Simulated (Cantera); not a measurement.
A Cantera script and what it prints.

```python
import numpy as np
import cantera as ct

gas_names = """
    Fe H H2 H2S S SH S2 S8
""".split()
cond_names = """
    Fe(a) Fe(c) Fe(d) Fe(L) FeS(a) FeS(b) FeS(c) FeS(L) FeS2(s) S(cr1) S(cr2) S(L)
""".split()


def load(file, names, dense=False):
    # The tables refer to 1 bar. Condensed volumes are neglected.
    table = {s.name: s for s in ct.Species.list_from_file(file)}
    out = []
    for n in names:
        d = dict(table[n].input_data)
        d["thermo"] = dict(d["thermo"], **{"reference-pressure": 1e5})
        if dense:
            d["equation-of-state"] = {"model": "constant-volume", "density": "1e6 g/cm^3"}
        out.append(ct.Species.from_dict(d))
    return out


gas = ct.Solution(thermo="ideal-gas", species=load("nasa_gas.yaml", gas_names))
cond = {s.name: ct.Solution(thermo="fixed-stoichiometry", species=[s], name=s.name)
        for s in load("nasa_condensed.yaml", cond_names, dense=True)}
atoms = {
    'FeS': {'Fe': 1, 'S': 1},
    'H2': {'H': 2},
}
top_T = {'FeS2(s)': 1010}  # K; cautious upper limits of use, not melting points


def equilibrate(T, P, feed):
    n = {}
    for name, mol in feed.items():
        for a, k in atoms[name].items():
            n[a] = n.get(a, 0.0) + k * mol
    gas.TPX = T, P, n
    mass = sum(n.values()) * gas.mean_molecular_weight
    gas.equilibrate("TP")
    valid = [c for c in cond.values() if c.min_temp <= T <= top_T.get(c.name, c.max_temp)]
    mix = ct.Mixture([(gas, mass / gas.mean_molecular_weight)] + [(c, 0.0) for c in valid])
    mix.T, mix.P = T, P
    mix.equilibrate("TP", solver="vcs", rtol=1e-11, max_steps=5000)
    return mix


results = []
feed = {'FeS': 1, 'H2': 340}  # mol
P = 2200  # Pa
for T in [825, 900, 975, 1050, 1125, 1200, 1275]:
    mix = equilibrate(T, P, feed)
    results.append((T, P, feed, dict(zip(mix.species_names, mix.species_moles))))

top = {s: max(r[3][s] / sum(r[3][g] for g in gas_names) for r in results) for s in gas_names}
cols = sorted((s for s in top if top[s] > 0.0001), key=lambda s: -top[s])[:8]
seen = [c for c in cond_names if any(r[3].get(c, 0) > 1e-12 for r in results)]
print("log10 of partial pressures in bar; condensed amounts in mol")
print(f"{'T/K':>10s}" + "".join(f"{s[:9]:>10s}" for s in cols + seen))
for T, P, feed, n in results:
    ng = sum(n[g] for g in gas_names)
    print(f"{T:10.4g}" + "".join(f"{np.log10(max(n[s] / ng * P / 1e5, 1e-99)):10.3f}" for s in cols)
          + "".join(f"{n.get(c, 0):10.4g}" for c in seen))
```

Result:

```
log10 of partial pressures in bar; condensed amounts in mol
       T/K        H2       H2S     Fe(a)     Fe(c)    FeS(c)
       825    -1.658    -5.341   0.07053         0    0.9295
       900    -1.658    -4.996    0.1561         0    0.8439
       975    -1.658    -4.704    0.3055         0    0.6945
      1050    -1.658    -4.452    0.5457         0    0.4543
      1125    -1.659    -4.229    0.9132         0   0.08684
      1200    -1.659    -4.190         0         1         0
      1275    -1.659    -4.191         0         1         0
```

Equilibrium computed with Cantera from the NASA thermochemical tables; the gas is ideal and each condensed phase is pure. Mutual solubility and eutectic melting of coexisting phases are not modelled. FeS: taken at fixed stoichiometry.
